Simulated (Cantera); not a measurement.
Source: NASA polynomial tables (part measured, part estimated), evaluated in Cantera. Values are per mole of reaction as written; species without (g) are pure solids or liquids, kept so even where they would boil at 1 bar. VN: taken at fixed stoichiometry.

Task: Between 1723 and 1873 K, where is each reaction favourable under standard conditions?
- 4 VN + 5 H2O2(g) + 2 H(g) = 4 NH3(g) + 2 V2O5

Result: 
- 4 VN + 5 H2O2(g) + 2 H(g) = 4 NH3(g) + 2 V2O5: ΔG° is -1408 kJ at 1723 K and -1356 kJ at 1873 K; it stays negative (K > 1). ΔH° is -2010 kJ and ΔS° -349 J/K at 1873 K.
